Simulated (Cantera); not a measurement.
Low-pressure radical oxidation in H2/O2

An isothermal, constant-pressure homogeneous reactor starts with H₂ : O₂ = 0.011 : 1 (molar parts), equivalence ratio 0.0055, at 950 K and 130 Pa.

Computed with Cantera and GRI-Mech 3.0 (53 species, 325 reactions). Radical loss at walls, strong at low pressure, is not modelled.

```tsv
t (s)	x H₂	x O₂	x O	x H	x H₂O
4.00e-6	0.0109	0.989	<1e-12	<1e-12	<1e-12
1.35e-5	0.0109	0.989	<1e-12	<1e-12	<1e-12
4.58e-5	0.0109	0.989	<1e-12	<1e-12	<1e-12
0.000155	0.0109	0.989	<1e-12	<1e-12	<1e-12
0.000524	0.0109	0.989	<1e-12	1.11e-12	<1e-12
0.00177	0.0109	0.989	1.50e-12	2.95e-12	<1e-12
0.00600	0.0109	0.989	1.18e-11	6.89e-12	4.27e-12
0.0203	0.0109	0.989	1.11e-10	2.89e-11	9.14e-11
0.0687	0.0109	0.989	7.10e-9	1.46e-9	8.42e-9
0.232	0.00834	0.987	0.00150	0.000499	0.00201
0.786	5.37e-5	0.981	0.00748	0.000921	0.0102
2.66	3.44e-5	0.984	0.00494	0.000486	0.0105
9.00	1.23e-5	0.987	0.00176	0.000103	0.0108
```
x: mole fraction; the columns are a selection and need not sum to one.

Equilibrium at this temperature and pressure: H₂ 5.59e-12, O₂ 0.989, O 8.82e-10, H <1e-12, H₂O 0.0109 (gas phase only).
